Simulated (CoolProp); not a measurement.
The fluid at 296.07 K and 0.456 MPa flows at 0.24 m/s in a round tube of 10 mm bore and 15 µm roughness, fully developed (64/Re and Nu = 3.66 if laminar; Colebrook and Gnielinski if turbulent). The same conditions are run with several fluids, on thermodynamics alone (safety and materials aside).

The numbers come from the reference Helmholtz-energy equation of state of each fluid (R236FA: Pan 2012; R11: Jacobsen 1992; n-decane: Lemmon 2006; R236EA: Rui 2013) in CoolProp.

Question: Rank R236FA, R11, n-decane, R236EA by Reynolds number, highest first.

Answer: R236FA (11100), R236EA (8690), R11 (8010), n-decane (1990)

```tsv
fluid	Darcy friction factor	pressure drop (Pa/m)	heat-transfer coefficient (W/(m² K))	mass flow (kg/h)
R236FA	0.0323	127	589	92.8
R11	0.0348	148	489	101
n-decane	0.0321	67.4	47.6	49.4
R236EA	0.0341	141	551	97.3
```

Transport values come from each fluid's own correlations; those of R236FA, R11, R236EA are estimates that may be off by 10 % or more.
